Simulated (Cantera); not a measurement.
Input: 1 mol CH₃SiH₃, 0.011 mol C₃H₈, 2.3 mol H₂, held at 1073 K and 1.50 mbar.

These are equilibrium values from Cantera (NASA tables, ideal gas, pure condensed phases), not measurements of a reactor. Candidate condensed phases: C, C₆H₆, C₇H₈, C₈H₁₈, Si, SiC; 87 gas species. The feed counts by its element totals alone. The numbers say what is thermodynamically allowed, not how fast it happens.

Q: What is the equilibrium state?

A: 
```
Quantity                               Value
--------------------------------  ----------
x(H₂)                                  1.000
x(CH₄)                               6.89e-5
n(C(graphite))                    0.0326 mol
n(SiC(s))                           1.00 mol
gas amount                         5.344 mol
log10 activity of Si(s) (absent)       -3.15
```
